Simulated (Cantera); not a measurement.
Source: NASA polynomial tables (part measured, part estimated), evaluated in Cantera. Values are per mole of reaction as written; species without (g) are pure solids or liquids, kept so even where they would boil at 1 bar.

Q: Between 300 and 2750 K, where is each reaction favourable under standard conditions?
- 2 BCl₃(g) + NF₃(g) → BN + 6 Cl(g) + BF₃(g)

A: 
- 2 BCl₃(g) + NF₃(g) → BN + 6 Cl(g) + BF₃(g): ΔG° is 153 kJ at 300 K and -931 kJ at 2750 K; it changes sign between 300 and 2150 K. ΔH° is 306 kJ and ΔS° 450 J/K at 2750 K.
